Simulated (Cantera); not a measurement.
Input: 1 mol SiCl₄, 0.27 mol O₂, 190 mol N₂, at 902 °C and 30.0 mbar.

Equilibrium computed with Cantera from the NASA thermochemical tables; the gas is ideal and each condensed phase is pure. Candidate condensed phases: Si, SiO₂, Si₂N₂O, Si₃N₄; 23 gas species. The tables hold silica as quartz up to 1696 K and as liquid above; real silica turns to tridymite and cristobalite and melts near 1996 K. Rates play no part.

Base state: N₂ 0.993, SiCl₄ 0.00381, Cl₂ 0.00232, Cl 0.00101 (mole fractions); condensed: SiO₂(β-quartz).

Q: What changes in the equilibrium state with this change: pressure from 30.0 mbar to 0.100 bar?

A: 
```
species               before     after
-------------------  -------  --------
N₂                     0.993     0.993
SiCl₄                0.00381   0.00382
Cl₂                  0.00232   0.00253
Cl                   0.00101  0.000576
SiO₂(β-quartz), mol    0.270     0.270
```
